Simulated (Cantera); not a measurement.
A Cantera script and what it prints.

```python
import numpy as np
import cantera as ct

gas_names = [...]  # 116 gases of nasa_gas.yaml made of C, H, K, O
cond_names = """
    C(gr) C6H6(L) C7H8(L) C8H18(L),n-octa H2O(s) H2O(L) K(cr) K(L) KOH(a) KOH(b) KOH(L) KO2(s) K2CO3(s)
    K2CO3(L) K2O(s) K2O2(s)
""".split()


# ... load() reads the species with a 1 bar reference pressure and builds the phases ...
atoms = {
    'KOH': {'K': 1, 'O': 1, 'H': 1},
    'C': {'C': 1},
    'H2': {'H': 2},
}
top_T = {'C(gr)': 4500, 'KO2(s)': 780, 'K2O(s)': 1000, 'K2O2(s)': 760}  # K; cautious upper limits of use, not melting points


# ... equilibrate(T, P, feed) seeds the gas with the atoms and calls Mixture.equilibrate('TP', solver="vcs", rtol=1e-11, max_steps=5000) ...
results = []
feed = {'KOH': 1, 'C': 1.2, 'H2': 0.031}  # mol
P = 13332.2  # Pa
for T in [773, 873, 973, 1073, 1173, 1273, 1373, 1473, 1573, 1673, 1773, 1873]:
    mix = equilibrate(T, P, feed)
    results.append((T, P, feed, dict(zip(mix.species_names, mix.species_moles))))
    x = sorted(zip(gas.X, gas.species_names), reverse=True)
    print(f"T = {T:g} K  P = {P:g} Pa  gas = {mix.phase_moles(0):.4g} mol")
    print("   x: " + "  ".join(f"{s} {v:.3e}" for v, s in x if v > 1e-06))
    print("   condensed (mol): " + ("  ".join(f"{mix.phase(i).name} {mix.phase_moles(i):.4g}"
          for i in range(1, mix.n_phases) if mix.phase_moles(i) > 1e-12) or "none"))
```

It prints:

```
T = 773 K  P = 13332.2 Pa  gas = 0.6704 mol
   x: H2 5.933e-01  K 2.977e-01  CH4 9.938e-02  K2 9.550e-03  KH 1.372e-05  KOH 1.064e-05  K2O2H2 1.624e-06
   condensed (mol): C(gr) 0.8  K(L) 0.1209  K2CO3(s) 0.3333
T = 873 K  P = 13332.2 Pa  gas = 0.8419 mol
   x: H2 5.891e-01  K 3.841e-01  CH4 2.077e-02  K2 5.869e-03  KOH 8.860e-05  KH 3.202e-05  CO 4.448e-06  K2O2H2 3.557e-06  H2O 1.486e-06
   condensed (mol): C(gr) 0.8492  K2CO3(s) 0.3333
T = 973 K  P = 13332.2 Pa  gas = 0.8573 mol
   x: H2 6.065e-01  K 3.836e-01  CH4 6.302e-03  K2 2.638e-03  KOH 4.411e-04  CO 4.247e-04  KH 5.216e-05  H2O 2.136e-05  K2O2H2 5.660e-06
   condensed (mol): C(gr) 0.8612  K2CO3(s) 0.3331
T = 1073 K  P = 13332.2 Pa  gas = 0.8862 mol
   x: H2 5.939e-01  K 3.841e-01  CO 1.674e-02  CH4 2.160e-03  KOH 1.553e-03  K2 1.374e-03  H2O 1.723e-04  KH 7.613e-05  K2O2H2 7.519e-06  CO2 5.259e-06
   condensed (mol): C(gr) 0.8554  K2CO3(s) 0.3279
T = 1173 K  P = 13332.2 Pa  gas = 1.979 mol
   x: K 3.916e-01  CO 3.375e-01  H2 2.660e-01  KOH 2.925e-03  K2 8.252e-04  H2O 4.249e-04  CO2 4.237e-04  CH4 1.835e-04  KH 7.174e-05  K2O2H2 4.194e-06
   condensed (mol): C(gr) 0.4229  K2CO3(s) 0.1079
T = 1273 K  P = 13332.2 Pa  gas = 2.527 mol
   x: CO 3.948e-01  K 3.941e-01  H2 2.096e-01  KOH 5.756e-04  K2 5.229e-04  CO2 1.493e-04  H2O 1.312e-04  KH 8.420e-05  CH4 5.502e-05
   condensed (mol): C(gr) 0.202
T = 1373 K  P = 13332.2 Pa  gas = 2.529 mol
   x: CO 3.951e-01  K 3.944e-01  H2 2.097e-01  K2 3.488e-04  KOH 1.393e-04  KH 1.065e-04  H2O 5.172e-05  CO2 4.731e-05  CH4 2.952e-05  H 4.177e-06
   condensed (mol): C(gr) 0.2005
T = 1473 K  P = 13332.2 Pa  gas = 2.53 mol
   x: CO 3.952e-01  K 3.946e-01  H2 2.097e-01  K2 2.442e-04  KH 1.306e-04  KOH 4.103e-05  H2O 2.314e-05  CO2 1.762e-05  CH4 1.722e-05  H 1.587e-05  C2H2,acetylene 1.365e-06
   condensed (mol): C(gr) 0.2002
T = 1573 K  P = 13332.2 Pa  gas = 2.53 mol
   x: CO 3.952e-01  K 3.947e-01  H2 2.097e-01  K2 1.778e-04  KH 1.560e-04  H 5.099e-05  KOH 1.418e-05  H2O 1.149e-05  CH4 1.076e-05  CO2 7.484e-06  C2H2,acetylene 4.330e-06
   condensed (mol): C(gr) 0.2
T = 1673 K  P = 13332.2 Pa  gas = 2.531 mol
   x: CO 3.952e-01  K 3.947e-01  H2 2.096e-01  KH 1.825e-04  H 1.428e-04  K2 1.337e-04  C2H2,acetylene 1.194e-05  CH4 7.113e-06  H2O 6.211e-06  KOH 5.584e-06  CO2 3.540e-06
   condensed (mol): C(gr) 0.2
T = 1773 K  P = 13332.2 Pa  gas = 2.531 mol
   x: CO 3.951e-01  K 3.947e-01  H2 2.095e-01  H 3.566e-04  KH 2.098e-04  K2 1.033e-04  C2H2,acetylene 2.933e-05  CH4 4.932e-06  H2O 3.604e-06  KOH 2.451e-06  CO2 1.831e-06
   condensed (mol): C(gr) 0.1999
T = 1873 K  P = 13332.2 Pa  gas = 2.531 mol
   x: CO 3.950e-01  K 3.946e-01  H2 2.092e-01  H 8.084e-04  KH 2.376e-04  K2 8.155e-05  C2H2,acetylene 6.527e-05  CH4 3.556e-06  H2O 2.219e-06  KOH 1.178e-06  CO2 1.021e-06
   condensed (mol): C(gr) 0.1997
```

Method: chemical equilibrium by Gibbs-energy minimisation in Cantera with the NASA 1993 tables (ideal gas, pure condensed phases).
